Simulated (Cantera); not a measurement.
**Aluminium nitride and oxide growth: Al(CH₃)₃ + NH₃ + H₂**

A closed system holds: 1 mol Al(CH₃)₃, 180 mol NH₃, 24 mol H₂, at 1330 Pa.

Cantera equilibrium calculation (NASA polynomials, part measured and part estimated; ideal gas, pure solids and liquids). Candidate condensed phases: Al, AlN, C, C₆H₆, C₇H₈, C₈H₁₈; 97 gas species. The feed counts by its element totals alone. The numbers say what is thermodynamically allowed, not how fast it happens.

```
T (K)  log p H₂  log p N₂  log p CH₄  log p HCN  log p NH₃  log p H  log p HNC  log p C₂H₂ (acetylene)  n AlN(s)  n C(graphite)
-----  --------  --------  ---------  ---------  ---------  -------  ---------  ----------------------  --------  -------------
600       -1.99     -2.51      -3.98       <-13      -5.63     <-13       <-13                    <-13      1.00              0
675       -1.99     -2.51      -3.98     -12.06      -6.13     <-13       <-13                    <-13      1.00              0
750       -1.99     -2.51      -3.98     -10.36      -6.54   -13.50       <-13                    <-13      1.00              0
825       -1.99     -2.51      -4.03      -9.02      -6.88   -12.10     -12.52                  -13.44      1.00          0.311
900       -1.99     -2.51      -4.49      -8.31      -7.16   -10.93     -11.49                  -12.24      1.00           2.05
975       -1.99     -2.51      -4.88      -7.71      -7.40    -9.94     -10.63                  -11.23      1.00           2.62
1050      -1.99     -2.51      -5.22      -7.20      -7.61    -9.09      -9.88                  -10.37      1.00           2.82
1125      -1.99     -2.51      -5.52      -6.76      -7.80    -8.35      -9.24                   -9.63      1.00           2.91
1200      -1.99     -2.51      -5.78      -6.38      -7.96    -7.70      -8.68                   -8.98      1.00           2.94
1275      -1.99     -2.51      -6.01      -6.04      -8.10    -7.13      -8.18                   -8.40      1.00           2.94
1350      -1.99     -2.51      -6.22      -5.74      -8.23    -6.62      -7.75                   -7.90      1.00           2.93
1425      -1.99     -2.51      -6.40      -5.47      -8.34    -6.16      -7.35                   -7.44     1.000           2.89
1500      -1.99     -2.51      -6.57      -5.23      -8.45    -5.75      -7.00                   -7.03     1.000           2.81
```
log p: log10 of the partial pressure in bar; n: condensed amount in mol.

From 600 K to 750 K the condensed part is AlN(s). From 825 K to 1500 K the condensed part is AlN(s) + C(graphite).
